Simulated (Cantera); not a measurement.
**Adiabatic ignition**

An adiabatic, constant-volume homogeneous reactor starts with CH4 : CO : O2 : N2 = 1 : 0.16 : 5.94 : 22.3 (molar parts), equivalence ratio 0.35, at 1325 K and 11.8 atm.

Computed with Cantera and GRI-Mech 3.0 (53 species, 325 reactions). The pressure lies above the range GRI-Mech 3.0 was tuned for (to about 10 atm).

```tsv
t (s)	T (K)	P (bar)	x CH4	x CO	x O2	x N2O	x H2
2.00e-6	1325	12.0	0.0340	0.00544	0.202	<1e-12	5.74e-10
6.07e-6	1325	12.0	0.0340	0.00544	0.202	<1e-12	2.92e-9
1.84e-5	1325	12.0	0.0340	0.00544	0.202	4.64e-12	2.20e-8
5.58e-5	1325	12.0	0.0340	0.00544	0.202	3.79e-11	2.84e-7
0.000169	1326	12.0	0.0339	0.00544	0.202	3.82e-10	6.00e-6
0.000514	1349	12.2	0.0313	0.00597	0.200	7.46e-9	0.000277
0.00156	2289	20.7	<1e-12	0.000260	0.131	2.81e-6	7.96e-5
0.00473	2285	20.7	<1e-12	0.000255	0.130	2.79e-6	7.81e-5
0.0143	2275	20.6	<1e-12	0.000242	0.128	2.73e-6	7.47e-5
0.0435	2264	20.5	<1e-12	0.000227	0.126	2.69e-6	7.04e-5
0.132	2260	20.4	<1e-12	0.000222	0.125	2.69e-6	6.92e-5
0.400	2260	20.4	<1e-12	0.000222	0.125	2.69e-6	6.91e-5
```
x: mole fraction; the columns are a selection and need not sum to one.

The time of steepest temperature rise is 0.612 ms and the temperature at 0.400 s is 2260 K. The equilibrium temperature is 2260 K, the x(CH4) at 0.400 s is <1e-12 (gas-phase equilibrium <1e-12) and the x(CO) at 0.400 s is 0.000222 (gas-phase equilibrium 0.000222). The x(O2) at 0.400 s comes out as 0.125 (gas-phase equilibrium 0.125).
